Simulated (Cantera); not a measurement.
Charge: 1 mol c-C4F8, 0.5 mol F2, held at 2.10 Pa.

Method: chemical equilibrium by Gibbs-energy minimisation in Cantera with the NASA 1993 tables (ideal gas, pure condensed phases). Candidate condensed phases: C; 13 gas species. The feed counts by its element totals alone. Rates play no part.

Problem. Which condensed phases are stable at each of these points (T (K)): 2223, 2273, 2323, 2373, 2423, 2473, 2523, 2573, 2623?

Solution. 
```json
[
 {"T (K)": "2223", "condensed phases": "C(graphite)", "C condensed (%)": "92.9"},
 {"T (K)": "2273", "condensed phases": "C(graphite)", "C condensed (%)": "93.5"},
 {"T (K)": "2323", "condensed phases": "C(graphite)", "C condensed (%)": "93.2"},
 {"T (K)": "2373", "condensed phases": "C(graphite)", "C condensed (%)": "91.6"},
 {"T (K)": "2423", "condensed phases": "C(graphite)", "C condensed (%)": "88.0"},
 {"T (K)": "2473", "condensed phases": "C(graphite)", "C condensed (%)": "80.3"},
 {"T (K)": "2523", "condensed phases": "C(graphite)", "C condensed (%)": "64.0"},
 {"T (K)": "2573", "condensed phases": "C(graphite)", "C condensed (%)": "28.6"},
 {"T (K)": "2623", "condensed phases": "gas only", "C condensed (%)": "0.0"}
]
```

From 2223 K to 2573 K the condensed part is C(graphite). At 2623 K nothing is condensed.
